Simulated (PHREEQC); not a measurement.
Consider water at 25 °C with 0.0086 mol/kgw ZnBr2. Closed to the air; pH follows from the charge balance.

The numbers come from PHREEQC with the ion-association model, phreeqc.dat.

Precipitation was switched off in this run.

Question: Estimate the pH, specific conductance.

Answer: pH 5.63; specific conductance 1910 µS/cm.

Complexes and solids missing from the database can't appear.
